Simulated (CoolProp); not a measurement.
Propylene at several states: fugacity coefficient from the reference equation and from simpler models built on Tc = 91.1 °C, pc = 4.555 MPa, ω = 0.146; each cubic takes its own stable root.

Model: reference Helmholtz-energy equation of state, Lemmon 2013, in CoolProp.

```tsv
T (°C)	p (MPa)	phase	reference	van der Waals	Soave-Redlich-Kwong	Peng-Robinson
-108.05	2.47	liquid	0.0008914	0.02966	0.0008833	0.0009716
60.85	27	liquid	0.1525	0.2535	0.1647	0.1465
78.05	0.0669	gas	0.9944	0.9952	0.9944	0.9938
-30.95	0.0458	gas	0.9876	0.9923	0.9889	0.9884
58.15	0.15	gas	0.9849	0.9877	0.9850	0.9837
```
